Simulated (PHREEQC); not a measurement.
A solution holds 3.1 mol/kgw HCl, 0.021 mol/kgw Na2SO4 and 0.3 mol/kgw KBr, at 20 °C. Closed to the air; pH follows from the charge balance.

Computed with PHREEQC (Pitzer model, pitzer.dat).

Question: The ionic strength comes out as 3.43 mol/kgw. What activity coefficients do HSO4-, SO4-2, Cl-, H+, Br- get?

Answer: HSO4- 0.86, SO4-2 0.0035, Cl- 0.57, H+ 3.7, Br- 0.72. Single-ion values are on the MacInnes scale.

This is a speciation only: nothing precipitates in the calculation. In brines, pH and single-ion activities rest on the MacInnes convention.
